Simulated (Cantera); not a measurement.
Input: 1 mol Ca(OH)2, 0.072 mol CO2, equilibrated at 0.290 bar.

These are equilibrium values from Cantera (NASA tables, ideal gas, pure condensed phases), not measurements of a reactor. Candidate condensed phases: C, C6H6, C7H8, C8H18, Ca, CaCO3, CaO, Ca(OH)2, H2O; 115 gas species. Kinetics and transport are ignored.

x: gas mole fraction; n: condensed amount in mol.

```csv
T (K),x H2O,x CO2,x H2,x O2,x OH,x CO,x H,n CaO(s)
1000,0.933,0.0672,3.54e-7,1.82e-7,___,1.78e-8,2.51e-12,1.00
1075,0.933,0.0672,1.42e-6,7.35e-7,___,9.48e-8,3.24e-11,1.00
1150,0.933,0.0672,4.73e-6,2.48e-6,___,4.05e-7,3.01e-10,1.00
1225,0.933,0.0672,1.36e-5,7.21e-6,___,1.44e-6,2.14e-9,1.00
1300,0.933,0.0672,3.49e-5,1.86e-5,___,4.43e-6,1.21e-8,1.00
1375,0.933,0.0671,8.05e-5,4.33e-5,___,1.20e-5,5.71e-8,1.00
1450,0.933,0.0671,0.000171,9.24e-5,___,2.92e-5,2.29e-7,1.00
1525,0.932,0.0671,0.000336,0.000183,___,6.51e-5,8.05e-7,1.000
1600,0.932,0.0670,0.000621,0.000341,___,0.000134,2.52e-6,1.000
1675,0.931,0.0669,0.00109,0.000601,___,0.000259,7.11e-6,1.000
1750,0.930,0.0666,0.00181,0.00101,___,0.000471,1.84e-5,1.000
```

Question: Some entries are withheld; supply them.

Answer: 
- 1000, x OH: 1.46e-8
- 1075, x OH: 8.09e-8
- 1150, x OH: 3.59e-7
- 1225, x OH: 1.33e-6
- 1300, x OH: 4.24e-6
- 1375, x OH: 1.19e-5
- 1450, x OH: 3.01e-5
- 1525, x OH: 6.93e-5
- 1600, x OH: 0.000148
- 1675, x OH: 0.000294
- 1750, x OH: 0.000553
